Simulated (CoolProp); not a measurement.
The numbers come from the reference Helmholtz-energy equation of state, Schroeder 2014 in CoolProp.

**Question.** Give the vapour pressure (kPa), surface tension (mN/m), vapour viscosity (µPa s) of saturated ethanol at 137.95 °C.

**Answer.** 
```tsv
T (°C)	p (kPa)	surface tension (mN/m)	vapour viscosity (µPa s)
137.95	716	10.8	12.2
```

Viscosity comes from a separate model (Kiselev 2005). Surface tension comes from a separate correlation (Mulero 2012).
